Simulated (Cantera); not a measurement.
Input (Python, Cantera):

```python
import numpy as np
import cantera as ct

gas = ct.Solution("gri30.yaml")
gas.TPX = 1275, 1000000, {'CH2O': 0.014, 'O2': 0.0059, 'N2': 1}
inlet = ct.Reservoir(gas, clone=True)

reactor = ct.IdealGasConstPressureReactor(gas, energy="off", clone=False)
exhaust = ct.Reservoir(gas, clone=True)
tau = [0.52, 0.29, 0.16, 0.087, 0.048, 0.027, 0.015, 0.0082][0]
for a, b in ((inlet, reactor), (reactor, exhaust)):
    ct.MassFlowController(a, b, mdot=lambda t: reactor.mass / tau)
net = ct.ReactorNet([reactor])
show = ['CH2O', 'O2', 'CO2', 'C2H4', 'O', 'H2O']

rows = []
print(f"{'tau/s':>10s}{'T/K':>9s}" + "".join(f"{s:>11s}" for s in show))
for tau in [0.52, 0.29, 0.16, 0.087, 0.048, 0.027, 0.015, 0.0082]:
    net.initial_time = 0.0
    net.advance(30 * tau)
    before = gas.X
    net.advance(40 * tau)
    drift = np.max(np.abs(gas.X - before) / (gas.X + 1e-9))
    rows.append([gas.T, *gas[show].X, drift])
    print(f"{tau:10.3e}{gas.T:9.1f}" + "".join(f"{x:11.3e}" for x in gas[show].X))
```

Output:

```
     tau/s      T/K       CH2O         O2        CO2       C2H4          O        H2O
 5.200e-01   1275.0  1.306e-06  1.602e-05  4.612e-03  1.294e-10  1.085e-08  6.835e-03
 2.900e-01   1275.0  1.832e-06  2.249e-05  4.508e-03  1.788e-10  1.968e-08  6.926e-03
 1.600e-01   1275.0  2.590e-06  3.179e-05  4.375e-03  2.363e-10  3.612e-08  7.041e-03
 8.700e-02   1275.0  3.696e-06  4.532e-05  4.206e-03  2.984e-10  6.744e-08  7.184e-03
 4.800e-02   1275.0  5.237e-06  6.408e-05  4.009e-03  3.585e-10  1.241e-07  7.343e-03
 2.700e-02   1275.0  7.360e-06  8.975e-05  3.791e-03  4.168e-10  2.238e-07  7.509e-03
 1.500e-02   1275.0  1.049e-05  1.272e-04  3.545e-03  4.835e-10  4.068e-07  7.681e-03
 8.200e-03   1275.0  1.528e-05  1.837e-04  3.268e-03  5.722e-10  7.443e-07  7.844e-03
```

Detailed kinetics in Cantera: GRI-Mech 3.0 (53 species, 325 reactions).
